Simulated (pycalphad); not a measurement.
CALPHAD calculation (pycalphad, COST 507 light-alloy database (1999)), 1 atm. The data set is of 1999 and partly superseded. Amounts are mole fractions of atoms.

Q: Give the equilibrium state of Hf-63.8C (at.%) at 2377 °C.

A: fcc, fraction 0.722, with 49.8 C at.%; graphite, fraction 0.278, with 100 C at.%.

The fcc model also describes the rock-salt carbide or nitride (TiC, TiN, HfC).
